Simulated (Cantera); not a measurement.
A perfectly stirred reactor is fed with NH3 : H2 = 1 : 2.4 (molar parts), at 248 Torr; it is held at 1950 K, and followed from long to short residence time.

Cantera simulation using the gas-phase N/H chemistry of the illustrative SiF4/NH3 mechanism in the Surface Chemkin manual (1991); the numbers are that mechanism's predictions, not measurements. Walls and surfaces, which speed up NH3 decomposition in real reactors, are not modelled.

Q: What does this change do: temperature 1950 to 2223 K?

A: 
```json
[
 {"quantity": "x(NH3) at τ = 1.70 s", "before": "0.0343", "after": "0.00116"},
 {"quantity": "x(H2) at τ = 1.70 s", "before": "0.864", "after": "0.877"},
 {"quantity": "x(H) at τ = 1.70 s", "before": "0.000903", "after": "0.00919"},
 {"quantity": "x(N2) at τ = 1.70 s", "before": "0.100", "after": "0.113"},
 {"quantity": "x(NH2) at τ = 1.70 s", "before": "0.000102", "after": "3.79e-5"},
 {"quantity": "x(NH3) at τ = 37.0 ms", "before": "0.248", "after": "0.0724"},
 {"quantity": "x(H2) at τ = 37.0 ms", "before": "0.734", "after": "0.840"},
 {"quantity": "x(H) at τ = 37.0 ms", "before": "0.000400", "after": "0.00210"},
 {"quantity": "x(N2) at τ = 37.0 ms", "before": "0.0176", "after": "0.0853"},
 {"quantity": "x(NH2) at τ = 37.0 ms", "before": "0.000386", "after": "0.000563"}
]
```

Q: What does this change do: H2 2.4 to 1.4 parts?

A: 
| quantity | before | after |
|---|---|---|
| x(NH3) at τ = 1.70 s | 0.0343 | 0.0439 |
| x(H2) at τ = 1.70 s | 0.864 | 0.824 |
| x(H) at τ = 1.70 s | 0.000903 | 0.000799 |
| x(N2) at τ = 1.70 s | 0.100 | 0.131 |
| x(NH2) at τ = 1.70 s | 0.000102 | 0.000122 |
| x(NH3) at τ = 37.0 ms | 0.248 | 0.344 |
| x(H2) at τ = 37.0 ms | 0.734 | 0.629 |
| x(H) at τ = 37.0 ms | 0.000400 | 0.000309 |
| x(N2) at τ = 37.0 ms | 0.0176 | 0.0252 |
| x(NH2) at τ = 37.0 ms | 0.000386 | 0.000482 |
